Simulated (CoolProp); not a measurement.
Values from CoolProp's reference Helmholtz-energy equation of state, Thol 2022.

Problem. Give the vapour pressure (kPa), liquid density (kg/m³), vapour density (kg/m³), enthalpy of vaporisation (kJ/kg) of saturated vinyl chloride at 15.75 °C.

Solution. 
```
T (°C)  p (kPa)  liquid density (kg/m³)  vapour density (kg/m³)  enthalpy of vaporisation (kJ/kg)
------  -------  ----------------------  ----------------------  --------------------------------
15.75       297                     917                    8.23                               331
```
